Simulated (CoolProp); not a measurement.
Vapour-liquid equilibrium of propylene (1) + acetone (2) at 53.75 °C; x and y are mole fractions of (1).

Computed with CoolProp (multi-fluid Helmholtz-energy mixture model, Lemmon 2013 and Lemmon 2006; pair parameters Bell 2016).

```json
[
 {"x": "0.05", "bubble pressure, mixture model (MPa)": "0.2783", "bubble pressure, Raoult's law (MPa)": "0.2000", "y, mixture model": "0.664", "y, Raoult's law": "0.556"},
 {"x": "0.125", "bubble pressure, mixture model (MPa)": "0.5475", "bubble pressure, Raoult's law (MPa)": "0.3597", "y, mixture model": "0.830", "y, Raoult's law": "0.773"},
 {"x": "0.2", "bubble pressure, mixture model (MPa)": "0.7923", "bubble pressure, Raoult's law (MPa)": "0.5195", "y, mixture model": "0.883", "y, Raoult's law": "0.856"},
 {"x": "0.275", "bubble pressure, mixture model (MPa)": "1.003", "bubble pressure, Raoult's law (MPa)": "0.6792", "y, mixture model": "0.908", "y, Raoult's law": "0.900"},
 {"x": "0.35", "bubble pressure, mixture model (MPa)": "1.178", "bubble pressure, Raoult's law (MPa)": "0.8389", "y, mixture model": "0.923", "y, Raoult's law": "0.928"},
 {"x": "0.425", "bubble pressure, mixture model (MPa)": "1.320", "bubble pressure, Raoult's law (MPa)": "0.9986", "y, mixture model": "0.933", "y, Raoult's law": "0.946"},
 {"x": "0.5", "bubble pressure, mixture model (MPa)": "1.435", "bubble pressure, Raoult's law (MPa)": "1.158", "y, mixture model": "0.940", "y, Raoult's law": "0.960"},
 {"x": "0.575", "bubble pressure, mixture model (MPa)": "1.533", "bubble pressure, Raoult's law (MPa)": "1.318", "y, mixture model": "0.945", "y, Raoult's law": "0.970"},
 {"x": "0.65", "bubble pressure, mixture model (MPa)": "1.624", "bubble pressure, Raoult's law (MPa)": "1.478", "y, mixture model": "0.951", "y, Raoult's law": "0.978"},
 {"x": "0.725", "bubble pressure, mixture model (MPa)": "1.717", "bubble pressure, Raoult's law (MPa)": "1.638", "y, mixture model": "0.957", "y, Raoult's law": "0.984"},
 {"x": "0.8", "bubble pressure, mixture model (MPa)": "1.822", "bubble pressure, Raoult's law (MPa)": "1.797", "y, mixture model": "0.964", "y, Raoult's law": "0.990"},
 {"x": "0.875", "bubble pressure, mixture model (MPa)": "1.947", "bubble pressure, Raoult's law (MPa)": "1.957", "y, mixture model": "0.974", "y, Raoult's law": "0.994"},
 {"x": "0.95", "bubble pressure, mixture model (MPa)": "2.101", "bubble pressure, Raoult's law (MPa)": "2.117", "y, mixture model": "0.988", "y, Raoult's law": "0.998"}
]
```

The largest gap from Raoult's law is +52.5 % in bubble pressure, at x = 0.2. No azeotrope shows between x = 0.05 and 0.95.

The pair parameters rest on a limited set of measurements; away from them the model extrapolates. The gap from Raoult's law changes sign with composition, which may be real or a fault of the pair parameters; it wasn't checked against measurements. With so large a gap from Raoult's law the liquid may split in two, which this calculation doesn't test in full.
